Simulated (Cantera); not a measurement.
Input (Python, Cantera):

```python
import numpy as np
import cantera as ct

gas = ct.Solution("gri30.yaml")


def delay(T, t_max=10):
    gas.TPX = T, 3200000, {'CO': 1, 'H2': 0.032, 'O2': 0.759, 'N2': 2.85}
    reactor = ct.IdealGasConstPressureReactor(gas, clone=False)
    net = ct.ReactorNet([reactor])
    net.rtol, net.atol = 1e-8, 1e-16
    while net.time < t_max:
        t_old, T_old = net.time, reactor.T
        net.step()
        if reactor.T > T + 400:  # ignition: a rise of 400 K
            return t_old + (T + 400 - T_old) / (reactor.T - T_old) * (net.time - t_old)
    return np.nan


taus = []
for T in [850, 900, 950, 1000, 1050, 1100, 1150, 1200, 1250, 1300]:
    taus.append(delay(T))
    print(f"T0 = {T:6g} K   tau = {taus[-1]:.4e} s")
```

It prints:

```
T0 =    850 K   tau = 2.8030e-01 s
T0 =    900 K   tau = 6.2545e-02 s
T0 =    950 K   tau = 1.6292e-02 s
T0 =   1000 K   tau = 4.8818e-03 s
T0 =   1050 K   tau = 1.6632e-03 s
T0 =   1100 K   tau = 6.3610e-04 s
T0 =   1150 K   tau = 2.6958e-04 s
T0 =   1200 K   tau = 1.2514e-04 s
T0 =   1250 K   tau = 6.3093e-05 s
T0 =   1300 K   tau = 3.4378e-05 s
```

Detailed kinetics in Cantera: GRI-Mech 3.0 (53 species, 325 reactions). The hydrogen kinetics of GRI-Mech 3.0 are dated; newer H2 mechanisms differ, most at raised pressure. The pressure lies above the range GRI-Mech 3.0 was tuned for (to about 10 atm). Below about 950 K walls govern HO2 and H2O2 in real vessels.
